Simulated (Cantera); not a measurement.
**Equilibrium for titanium nitride, carbide and oxide coatings: Ti(OiPr)4 + H2**

Input: 1 mol Ti(OiPr)4, 120 mol H2, equilibrated at 82.5 Torr.

Cantera equilibrium calculation (NASA polynomials, part measured and part estimated; ideal gas, pure solids and liquids). Candidate condensed phases: C, C6H6, C7H8, C8H18, H2O, Ti, TiC, TiO, TiO2, Ti2O3, Ti3O5, Ti4O7; 113 gas species. The feed counts by its element totals alone. TiC: taken at fixed stoichiometry. Equilibrium is a limit: real reactors are often held back by kinetics, nucleation or transport.

From 1298 K to 2273 K the condensed part is C(graphite) + TiC(s).

| T (K) | log p H2 | log p CO | log p H | log p C2H2 (acetylene) | n C(graphite) | n TiC(s) |
|---|---|---|---|---|---|---|
| 1298 | -0.97 | -2.50 | -6.46 | -7.23 | 6.89 | 1.00 |
| 1373 | -0.97 | -2.50 | -5.96 | -6.73 | 6.93 | 1.00 |
| 1448 | -0.97 | -2.50 | -5.52 | -6.29 | 6.95 | 1.00 |
| 1523 | -0.97 | -2.50 | -5.12 | -5.90 | 6.96 | 1.00 |
| 1598 | -0.97 | -2.50 | -4.76 | -5.54 | 6.97 | 1.00 |
| 1673 | -0.97 | -2.50 | -4.43 | -5.22 | 6.97 | 1.00 |
| 1748 | -0.97 | -2.50 | -4.13 | -4.92 | 6.96 | 1.00 |
| 1823 | -0.97 | -2.50 | -3.85 | -4.65 | 6.93 | 1.00 |
| 1898 | -0.97 | -2.50 | -3.59 | -4.40 | 6.89 | 1.00 |
| 1973 | -0.97 | -2.50 | -3.36 | -4.17 | 6.82 | 1.000 |
| 2048 | -0.97 | -2.50 | -3.14 | -3.95 | 6.71 | 1.000 |
| 2123 | -0.98 | -2.50 | -2.93 | -3.76 | 6.55 | 1.000 |
| 2198 | -0.98 | -2.50 | -2.74 | -3.58 | 6.32 | 1.000 |
| 2273 | -0.98 | -2.50 | -2.57 | -3.41 | 6.00 | 1.000 |
log p: log10 of the partial pressure in bar; n: condensed amount in mol.
